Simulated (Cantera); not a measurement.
Input: 1 mol Fe, 0.035 mol CO₂, 100 mol H₂, 2.9 mol NH₃, equilibrated at 1173.15 K and 27.0 Pa.

Method: chemical equilibrium by Gibbs-energy minimisation in Cantera with the NASA 1993 tables (ideal gas, pure condensed phases). Candidate condensed phases: C, C₆H₆, C₇H₈, C₈H₁₈, Fe, Fe(CO)₅, FeO, Fe(OH)₂, Fe(OH)₃, Fe₂O₃, Fe₃O₄, H₂O; 140 gas species. Equilibrium is a limit: real reactors are often held back by kinetics, nucleation or transport.

Base state: H₂ 0.986, N₂ 0.0137, CO 0.000331, H₂O 0.000331 (mole fractions); condensed: Fe(α).

**Question.** What changes in the equilibrium state with this change: temperature from 1173.15 K to 1898.15 K?

**Answer.** 
```tsv
species	before	after
H₂	0.986	0.931
H	7.14e-6	0.0460
N₂	0.0137	0.0133
Fe	7.31e-8	0.00915
H₂O	0.000331	0.000319
CO	0.000331	0.000320
Fe(α), mol	1.000	0
```

**Question.** What changes in the equilibrium state with this change: NH₃ from 2.9 to 18 mol?

**Answer.** 
| species | before | after |
|---|---|---|
| H₂ | 0.986 | 0.933 |
| N₂ | 0.0137 | 0.0662 |
| H₂O | 0.000331 | 0.000257 |
| CO | 0.000331 | 0.000257 |
| Fe(α), mol | 1.000 | 1.000 |
